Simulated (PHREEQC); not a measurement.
NaOH is added in steps, without added water, to 1 kg of water holding 0.069 mol/kgw HF and 0.014 mol/kgw KF, at 60 °C. O2 is buffered at 0.21 atm. No CO2 enters from the air. No solid was allowed to form.

Base run: PHREEQC, ion-association model, wateq4f.dat. Each further column changes one thing. The table gives HF2- (mol/kgw).

```csv
NaOH added (mol),base,database phreeqc.dat,metal-ligand complexes left out,Debye-Hückel limiting law,all activity coefficients set to 1
0,0.00331,0.00353,0.00331,0.00332,…
0.01,0.00453,0.00475,0.00454,0.00452,0.00447
0.02,0.00527,0.00546,0.00530,0.00524,0.00521
0.035,0.00528,0.00538,0.00533,0.00524,0.00522
0.045,0.00450,0.00454,0.00456,0.00446,0.00444
0.055,0.00308,0.00308,0.00312,0.00305,0.00302
0.065,0.00101,0.000997,…,0.000996,0.000986
0.075,1.30e-9,1.33e-9,…,1.32e-9,1.26e-9
0.085,4.86e-10,4.93e-10,5.13e-10,4.91e-10,4.68e-10
0.1,2.49e-10,2.52e-10,2.65e-10,2.52e-10,2.38e-10
0.11,1.87e-10,1.89e-10,2.00e-10,1.90e-10,1.78e-10
0.12,1.50e-10,1.50e-10,1.61e-10,1.52e-10,1.41e-10
```

Task: Some entries are withheld; supply them.

Result: 
- 0, all activity coefficients set to 1: 0.00323
- 0.065, metal-ligand complexes left out: 0.00102
- 0.075, metal-ligand complexes left out: 1.37e-9

wateq4f.dat counts part of the HF as a dimer, H2F2, which phreeqc.dat doesn't know; its constant is uncertain. At this temperature some constants are extrapolated from 25 °C, and those without enthalpy data are left unchanged. phreeqc.dat and wateq4f.dat share most of their constants, so their agreement is no independent check.
